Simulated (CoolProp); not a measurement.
Saturation properties of ethylene (Tc = 282.4 K, pc = 5042 kPa, ω = 0.087).

Model: reference Helmholtz-energy equation of state, Smukala 2000, in CoolProp.

| T (K) | p (kPa) | liquid density (kg/m³) | vapour density (kg/m³) | enthalpy of vaporisation (kJ/kg) | liquid cp (kJ/(kg K)) |
|---|---|---|---|---|---|
| 172.1 | 118.6 | 563.7 | 2.415 | 478.4 | 2.422 |
| 180.3 | 184.7 | 551.8 | 3.641 | 466.0 | 2.442 |
| 188.5 | 275.7 | 539.4 | 5.290 | 452.7 | 2.471 |
| 196.7 | 396.9 | 526.5 | 7.454 | 438.5 | 2.510 |
| 204.8 | 551.8 | 513.3 | 10.20 | 423.3 | 2.560 |
| 213 | 750.0 | 499.3 | 13.73 | 406.6 | 2.627 |
| 221.2 | 995.8 | 484.4 | 18.17 | 388.2 | 2.715 |
| 229.4 | 1295 | 468.6 | 23.73 | 367.9 | 2.830 |
| 237.6 | 1655 | 451.4 | 30.70 | 345.1 | 2.986 |
| 245.8 | 2082 | 432.6 | 39.52 | 319.1 | 3.209 |
| 253.9 | 2578 | 411.6 | 50.74 | 289.3 | 3.544 |

It boils at 169.4 K under 1 atm.
